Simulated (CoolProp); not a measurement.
R142b along the isotherm 470 K: density (kg/m³) from the reference equation and from simpler models built on Tc = 410.3 K, pc = 4.055 MPa, ω = 0.232; each cubic takes its own stable root.

The numbers come from the reference Helmholtz-energy equation of state, Lemmon 2006 in CoolProp. It is a short technical equation, of lower accuracy than the large ones.

```
p (MPa)  phase  reference
-------  -----  ---------
0.135      gas      3.497
0.27       gas      7.046
0.405      gas      10.65
0.541      gas      14.33
0.676      gas      18.05
0.811      gas      21.83
0.946      gas      25.66
1.08       gas      29.53
1.22       gas      33.65
1.35       gas      37.54
1.49       gas      41.80
1.62       gas      45.82
1.76       gas      50.24
1.89       gas      54.42
2.03       gas      59.01
```

### Question
How far does each simpler model (Redlich-Kwong, Soave-Redlich-Kwong, Peng-Robinson) lie from the reference over these 15 states: mean and median of the absolute difference, and the worst?

### Answer
- Redlich-Kwong: mean 0.3 %, median 0.3 %, worst +0.7 % at 470 K and 2.03 MPa
- Soave-Redlich-Kwong: mean 0.2 %, median 0.2 %, worst -0.4 % at 470 K and 2.03 MPa
- Peng-Robinson: mean 0.7 %, median 0.7 %, worst +1.3 % at 470 K and 2.03 MPa
